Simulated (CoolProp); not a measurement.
Vapour-liquid equilibrium of methanol (1) + acetone (2) at 1.1 MPa; x and y are mole fractions of (1).

Computed with CoolProp (multi-fluid Helmholtz-energy mixture model, de Reuck 1993 and Lemmon 2006; pair parameters Bell 2016).

```
x     bubble temperature, mixture model (K)  bubble temperature, Raoult's law (K)  y, mixture model  y, Raoult's law
----  -------------------------------------  ------------------------------------  ----------------  ---------------
0.05                                  419.7                                 420.7             0.071            0.060
0.2                                   416.2                                 419.3             0.251            0.231
0.35                                  413.9                                 418.0             0.401            0.391
0.5                                   412.5                                 416.8             0.533            0.543
0.65                                  411.9                                 415.7             0.658            0.687
0.8                                   412.0                                 414.7             0.789            0.825
0.95                                  413.0                                 413.8             0.941            0.957
```

The largest gap from Raoult's law is -4.3 K in bubble temperature, at x = 0.5. y crosses x between x = 0.65 and 0.8: the model has an azeotrope there.

Pair parameters are fitted to limited data, so mixtures are less certain than the pure fluids.
